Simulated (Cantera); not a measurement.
## Dilute partial oxidation

An isothermal, constant-pressure homogeneous reactor starts with 0.741 % CH3OH, 0.405 % O2, 98.9 % N2, at 1500 K and 1.18 atm.

Cantera simulation using GRI-Mech 3.0 (53 species, 325 reactions); the numbers are that mechanism's predictions, not measurements. GRI-Mech 3.0 was tuned for natural gas; its chemistry of methanol as a main component is partial and can be far from experiment.

| t (s) | x CH3OH | x O2 | x CO | x C2H2 | x H2 |
|---|---|---|---|---|---|
| 5.00e-5 | 0.00732 | 0.00403 | 2.89e-6 | 1.28e-9 | 6.97e-5 |
| 0.000189 | 0.00652 | 0.00388 | 8.29e-5 | 5.95e-9 | 0.000743 |
| 0.000715 | 8.90e-6 | 0.00224 | 0.00714 | 1.19e-7 | 0.0109 |
| 0.00271 | <1e-12 | 3.53e-6 | 0.00567 | <1e-12 | 0.00746 |
| 0.0102 | <1e-12 | 2.36e-7 | 0.00563 | <1e-12 | 0.00811 |
| 0.0387 | <1e-12 | 1.63e-8 | 0.00565 | <1e-12 | 0.00827 |
| 0.147 | <1e-12 | 1.11e-9 | 0.00566 | <1e-12 | 0.00831 |
| 0.554 | <1e-12 | 7.73e-11 | 0.00566 | <1e-12 | 0.00832 |
| 2.10 | <1e-12 | 6.77e-12 | 0.00566 | <1e-12 | 0.00832 |
| 7.93 | <1e-12 | 1.93e-12 | 0.00566 | <1e-12 | 0.00832 |
| 30.0 | <1e-12 | 1.76e-12 | 0.00566 | <1e-12 | 0.00832 |
x: mole fraction; the columns are a selection and need not sum to one.

Equilibrium at this temperature and pressure: CH3OH <1e-12, O2 1.76e-12, CO 0.00566, C2H2 <1e-12, H2 0.00832 (gas phase only).
